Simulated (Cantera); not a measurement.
Input: 1 mol SiHCl₃, 9.1 mol NH₃, equilibrated at 2.90 mbar.

These are equilibrium values from Cantera (NASA tables, ideal gas, pure condensed phases), not measurements of a reactor. Candidate condensed phases: NH₄Cl, Si, Si₃N₄; 28 gas species. Equilibrium is a limit: real reactors are often held back by kinetics, nucleation or transport.

Over these rows the condensed part is Si₃N₄(s). Partial pressures as log10 of bar:

| T (K) | 1000/T (1/K) | log p SiCl₂ | log p H₂ | log p N₂ | log p HCl |
|---|---|---|---|---|---|
| 998 | 1.0020 | -8.81 | -2.73 | -3.24 | -3.35 |
| 1098 | 0.9107 | -7.55 | -2.73 | -3.24 | -3.35 |
| 1198 | 0.8347 | -6.50 | -2.73 | -3.24 | -3.35 |
| 1298 | 0.7704 | -5.62 | -2.73 | -3.24 | -3.36 |
| 1398 | 0.7153 | -4.92 | -2.72 | -3.23 | -3.38 |
| 1498 | 0.6676 | ? | -2.72 | -3.22 | -3.44 |

Q: Fit log p(SiCl₂) = a + b·(1000/T) to the five rows, give the apparent enthalpy, and predict the row at 1498 K.

A: Means: 1000/T = 0.8466, log p = -6.680. Sxy = -0.700771, Sxx = 0.0514457, so b = -13.62 and a = -6.680 − (-13.62)×0.8466 = 4.85.
Apparent enthalpy: −19.145 × (-13.62) = 261 kJ/mol. With the condensed phases at unit activity, 1/3 Si₃N₄(s) + 2 HCl(g) = SiCl₂(g) + H₂(g) + 2/3 N₂(g) links this pressure to the main gases: over the six rows their terms move log p by -0.20 in all, so the slope is close to that reaction's ΔH°. The five rows lie within 0.03 of the line.
Prediction at 1498 K: 4.85 + (-13.62)×0.6676 = -4.24. The computed value is -4.41, 0.17 from the line.
